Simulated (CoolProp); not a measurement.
R141b at 389.97 K and 0.718 MPa flows at 0.53 m/s in a round tube of 10 mm bore and 0.25 µm roughness, fully developed (64/Re and Nu = 3.66 if laminar; Colebrook and Gnielinski if turbulent). Each further row changes one setting.

Values from CoolProp's reference Helmholtz-energy equation of state, Lemmon 2006. It is a short technical equation, of lower accuracy than the large ones.

| case | Reynolds number | Darcy friction factor | pressure drop (Pa/m) | heat-transfer coefficient (W/(m² K)) | mass flow (kg/h) |
|---|---|---|---|---|---|
| as stated | 13100 | 0.0288 | 12.0 | 62.6 | 4.43 |
| velocity 1.06 m/s | 26300 | 0.0243 | 40.4 | 108 | 8.86 |
| diameter 20 mm | 26300 | 0.0243 | 5.04 | 53.9 | 17.7 |

Viscosity comes from a separate model (Huber 2003), an estimate that may be off by 10 % or more. Thermal conductivity comes from a separate model (Huber 2003), an estimate that may be off by 10 % or more.
